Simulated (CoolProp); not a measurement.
Vapour pressure (bar) of acetone: the reference equation beside estimates from Tc = 508.1 K, pc = 46.92 bar, ω = 0.307. Clausius-Clapeyron is anchored at 351.1 K with a constant enthalpy of vaporisation of 27.67 kJ/mol.

The numbers come from the reference Helmholtz-energy equation of state, Lemmon 2006 in CoolProp. It is a short technical equation, of lower accuracy than the large ones.

```csv
T (K),reference,Clausius-Clapeyron,Soave-Redlich-Kwong,Peng-Robinson
346.7,1.779,1.799,1.766,1.767
351.1,2.029,2.029,2.020,2.018
355.4,2.300,2.276,2.294,2.288
359.8,2.604,2.552,2.604,2.593
364.1,2.931,2.846,2.937,2.921
368.5,3.298,3.175,3.311,3.289
372.8,3.690,3.523,3.711,3.683
377.2,4.126,3.910,4.158,4.122
381.5,4.590,4.318,4.633,4.589
385.8,5.093,4.759,5.149,5.096
390.2,5.650,5.245,5.720,5.658
394.5,6.238,5.756,6.324,6.251
398.9,6.886,6.317,6.991,6.906
```

Absolute difference from the reference over all 13 rows, mean and median: Clausius-Clapeyron 4.3 and 4.5 %, Soave-Redlich-Kwong 0.7 and 0.7 %, Peng-Robinson 0.3 and 0.3 %.
